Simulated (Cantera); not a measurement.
Cantera with NASA thermochemical tables; ideal gases at 1 bar, condensed phases pure. Values are per mole of reaction as written; species without (g) are pure solids or liquids, kept so even where they would boil at 1 bar.

**Question.** Between 300 and 925 K, where is each reaction favourable under standard conditions?
- 4 SO2(g) + 3 Fe = 2 FeSO4 + FeS2

**Answer.** 
- 4 SO2(g) + 3 Fe = 2 FeSO4 + FeS2: ΔG° is -608 kJ at 300 K and -140 kJ at 925 K; it stays negative (K > 1). ΔH° is -810 kJ and ΔS° -724 J/K at 925 K.
